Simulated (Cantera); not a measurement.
Cantera run:

```python
import numpy as np
import cantera as ct

gas_names = """
    AL ALCL ALCL2 ALCL3 ALO ALOCL ALO2 AL2 AL2CL6 AL2O AL2O2 CL CLO CL2 O O2 O3
""".split()
cond_names = """
    AL(cr) AL(L) ALCL3(s) ALCL3(L) AL2O3(a) AL2O3(L)
""".split()


# ... load() reads the species with a 1 bar reference pressure and builds the phases ...
atoms = {
    'Al2O3': {'AL': 2, 'O': 3},
    'Cl2': {'CL': 2},
    'O2': {'O': 2},
}
top_T = {}  # K; cautious upper limits of use, not melting points


# ... equilibrate(T, P, feed) seeds the gas with the atoms and calls Mixture.equilibrate('TP', solver="vcs", rtol=1e-11, max_steps=5000) ...
results = []
feed = {'Al2O3': 1, 'Cl2': 0.16, 'O2': 0.031}  # mol
T = 1200  # K
P = 2200  # Pa
mix = equilibrate(T, P, feed)
results.append((T, P, feed, dict(zip(mix.species_names, mix.species_moles))))
print(gas.report(threshold=1e-05))
for i in range(1, mix.n_phases):
    print(f"{mix.phase(i).name:16s} {mix.phase_moles(i):12.5e} mol")
```

Result:

```
       temperature   1200 K
          pressure   2200 Pa
           density   0.014037 kg/m^3
  mean mol. weight   63.66 kg/kmol
   phase of matter   gas

                          1 kg             1 kmol
                     ---------------   ---------------
          enthalpy        5.5974e+05        3.5633e+07  J
   internal energy        4.0301e+05        2.5656e+07  J
           entropy            4776.2        3.0405e+05  J/K
    Gibbs function       -5.1717e+06       -3.2923e+08  J
 heat capacity c_p            576.51             36701  J/K
 heat capacity c_v             445.9             28386  J/K

                      mass frac. Y      mole frac. X     chem. pot. / RT
                     ---------------   ---------------   ---------------
             ALCL3        4.7665e-05        2.2758e-05            -116.9
                CL          0.015981          0.028699            -16.81
               CLO        5.4144e-05        6.6995e-05           -33.178
               CL2           0.90352           0.81125           -33.619
                O2          0.080401           0.15996           -32.737
     [  +12 minor]        1.6988e-08        6.7577e-08

AL(L)             0.00000e+00 mol
ALCL3(L)          0.00000e+00 mol
AL2O3(a)          9.99998e-01 mol
```

Method: chemical equilibrium by Gibbs-energy minimisation in Cantera with the NASA 1993 tables (ideal gas, pure condensed phases).
